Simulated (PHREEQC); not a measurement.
**Alkaline etch or developer (model solution)**

Make-up at 4.1 °C: 0.021 mol NH3, 1e-05 mol H4SiO4 and 0.032 mol (CH3)4NCl per kg of water. Closed to the air; pH follows from the charge balance.

All values are PHREEQC results (ion-association model, phreeqc.dat), not measurements.

```yaml
pH: 11.51
ionic_strength: 0.0327 mol/kgw
total_alkalinity: 21.0 meq/kg
```

```json
[
 {"species": "Cl-", "molality": "0.0320", "activity": "0.0271", "log γ": "-0.073"},
 {"species": "(CH3)4N+", "molality": "0.0320", "activity": "0.0271", "log γ": "-0.072"},
 {"species": "NH3", "molality": "0.0203", "activity": "0.0205", "log γ": "0.003"},
 {"species": "NH4+", "molality": "0.000660", "activity": "0.000551", "log γ": "-0.078"},
 {"species": "OH-", "molality": "0.000650", "activity": "0.000548", "log γ": "-0.074"},
 {"species": "H3SiO4-", "molality": "9.54e-6", "activity": "8.08e-6", "log γ": "-0.072"},
 {"species": "H4SiO4", "molality": "3.92e-7", "activity": "3.95e-7", "log γ": "0.003"},
 {"species": "H2SiO4-2", "molality": "7.02e-8", "activity": "3.76e-8", "log γ": "-0.271"}
]
```

This is a speciation only: nothing precipitates in the calculation. (CH3)4N+ isn't in the database: it is added as a free cation with an ion size of 4 Å. Constants without temperature data keep their 25 °C values here.
